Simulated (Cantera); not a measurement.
A perfectly stirred reactor is fed with N2O : H2 : N2 = 1 : 0.0035 : 4.2 (molar parts), at 13300 Pa; it is held at 1250 K, and followed from long to short residence time.

Detailed kinetics in Cantera: GRI-Mech 3.0 (53 species, 325 reactions). GRI-Mech 3.0 was tuned for natural gas; its chemistry of N2O as a main component is partial and can be far from experiment. The mechanism lacks the step 2 NO + O2 → 2 NO2, which can matter for NO2 below about 1400 K. The temperature is held fixed by assumption; the heat of reaction is taken as removed at once.

Task: What does this change do: N2O 1 to 3.4 parts?

Result: 
| quantity | before | after |
|---|---|---|
| x(N2O) at τ = 15.0 s | 0.0467 | 0.100 |
| x(H2) at τ = 15.0 s | 2.26e-6 | 1.70e-6 |
| x(O2) at τ = 15.0 s | 0.0587 | 0.126 |
| x(H) at τ = 15.0 s | 7.72e-9 | 2.82e-9 |
| x(NO) at τ = 15.0 s | 0.0147 | 0.0318 |
| x(N2O) at τ = 81.0 ms | 0.188 | 0.438 |
| x(H2) at τ = 81.0 ms | 0.000167 | 0.000128 |
| x(O2) at τ = 81.0 ms | 0.00136 | 0.00316 |
| x(H) at τ = 81.0 ms | 1.37e-7 | 3.89e-8 |
| x(NO) at τ = 81.0 ms | 0.000355 | 0.000828 |
